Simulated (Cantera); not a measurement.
# Boron, boron nitride and boron oxide: borazine + H2O

Charge: 1 mol borazine, 1.7 mol H2O, held at 0.0490 bar.

Method: chemical equilibrium by Gibbs-energy minimisation in Cantera with the NASA 1993 tables (ideal gas, pure condensed phases). Candidate condensed phases: B, BN, B2O3, B3O3H3, H2O; 39 gas species. The feed counts by its element totals alone. Mutual solubility and eutectic melting of coexisting phases are not modelled. The tables' values for BH2 are old estimates; treat these amounts as uncertain. The numbers say what is thermodynamically allowed, not how fast it happens.

From 702 °C to 1452 °C the condensed part is BN(s) + B2O3(l). From 1602 °C to 1902 °C the condensed part is BN(s). At 2052 °C the condensed part is B(s) + BN(s). The main B-bearing gas is HBO2 at 702 °C and HBO at 2052 °C.

```tsv
T (°C)	x H2	x N2	x HBO	x BO	x B2O2	x H	x B2O3	x HBO2	n BN(s)	n B2O3(l)	n B(s)
702	0.891	0.107	5.56e-9	<1e-12	<1e-12	4.88e-9	2.00e-11	2.69e-6	1.87	0.564	0
852	0.891	0.107	6.83e-7	7.47e-12	1.53e-11	1.90e-7	1.36e-8	4.52e-5	1.87	0.564	0
1002	0.891	0.107	2.63e-5	3.50e-9	1.19e-8	3.14e-6	1.88e-6	0.000374	1.87	0.563	0
1152	0.889	0.107	0.000458	4.37e-7	2.18e-6	2.91e-5	8.76e-5	0.00191	1.87	0.556	0
1302	0.879	0.106	0.00454	2.13e-5	0.000144	0.000176	0.00190	0.00697	1.87	0.521	0
1452	0.817	0.104	0.0289	0.000521	0.00449	0.000758	0.0235	0.0193	1.83	0.291	0
1602	0.724	0.113	0.0760	0.00434	0.0265	0.00252	0.0383	0.0151	1.63	0	0
1752	0.679	0.124	0.109	0.0162	0.0455	0.00717	0.0139	0.00485	1.42	0	0
1902	0.647	0.128	0.117	0.0398	0.0454	0.0177	0.00281	0.00112	1.32	0	0
2052	0.596	0.155	0.102	0.0724	0.0315	0.0384	0.000441	0.000231	0.815	0	0.462
```
x: gas mole fraction; n: condensed amount in mol.
